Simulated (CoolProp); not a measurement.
Vapour-liquid equilibrium of n-octane (1) + m-xylene (2) at 195.95 °C; x and y are mole fractions of (1).

Computed with CoolProp (multi-fluid Helmholtz-energy mixture model, Beckmüller 2019 and Zhou 2012; pair parameters Bell 2016).

```csv
x,"bubble pressure, mixture model (MPa)","bubble pressure, Raoult's law (MPa)","y, mixture model","y, Raoult's law"
0.05,0.3861,0.3844,0.068,0.066
0.2,0.4096,0.4043,0.252,0.253
0.35,0.4313,0.4243,0.415,0.421
0.5,0.4516,0.4442,0.563,0.575
0.65,0.4706,0.4641,0.701,0.715
0.8,0.4884,0.4841,0.831,0.844
0.95,0.5052,0.5040,0.958,0.963
```

The largest gap from Raoult's law is +1.7 % in bubble pressure, at x = 0.5. No azeotrope shows between x = 0.05 and 0.95.

Pair parameters are fitted to limited data, so mixtures are less certain than the pure fluids.
